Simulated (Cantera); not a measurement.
Mixture: 35.4 % H₂, 12.6 % O₂, 51.6 % N₂, 0.354 % NO, at 1.80 bar, adiabatic and at constant volume. Ignition delay is the time to a rise of 400 K.

Model: GRI-Mech 3.0 (53 species, 325 reactions), integrated in Cantera. The mechanism lacks 2 NO + O2 → 2 NO2 and HONO, so NO2 and the effect of NO are under-described below about 1400 K. Where the delays flatten at high temperature, the 400 K rule measures the pace of heat release, not the induction time.

### Question
Predict: delay at 1125 K; delay at 1325 K; delay at 1525 K; delay at 1725 K; delay at 1925 K.

### Answer
```
Quantity          Result
---------------  -------
delay at 1125 K  44.6 µs
delay at 1325 K  14.8 µs
delay at 1525 K  7.70 µs
delay at 1725 K  5.43 µs
delay at 1925 K  4.92 µs
```
